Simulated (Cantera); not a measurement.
An isothermal, constant-pressure homogeneous reactor starts with CO : O2 : H2O : N2 = 0.021 : 0.0031 : 0.00044 : 1 (molar parts), equivalence ratio 3.4, at 873 K and 1.70 bar. Integrator tolerance rtol = 1e-08.

Detailed kinetics in Cantera: GRI-Mech 3.0 (53 species, 325 reactions).

Task: What does this change do: temperature 873 to 1073 K?

Result: 
```tsv
quantity	before	after
x(CO) at 90.0 s	0.0203 (gas-phase equilibrium 0.0141)	0.0143 (gas-phase equilibrium 0.0142)
x(O2) at 90.0 s	0.00293 (gas-phase equilibrium <1e-12)	4.56e-11 (gas-phase equilibrium <1e-12)
x(H2O) at 90.0 s	0.000429 (gas-phase equilibrium 6.28e-5)	0.000247 (gas-phase equilibrium 0.000126)
x(H2) at 90.0 s	1.13e-7 (gas-phase equilibrium 0.000368)	0.000184 (gas-phase equilibrium 0.000304)
x(NO) at 90.0 s	<1e-12 (gas-phase equilibrium <1e-12)	2.34e-9 (gas-phase equilibrium <1e-12)
x(OH) at 90.0 s	1.62e-11 (gas-phase equilibrium <1e-12)	1.03e-11 (gas-phase equilibrium <1e-12)
x(N2O) at 90.0 s	1.53e-9 (gas-phase equilibrium <1e-12)	1.47e-10 (gas-phase equilibrium <1e-12)
```
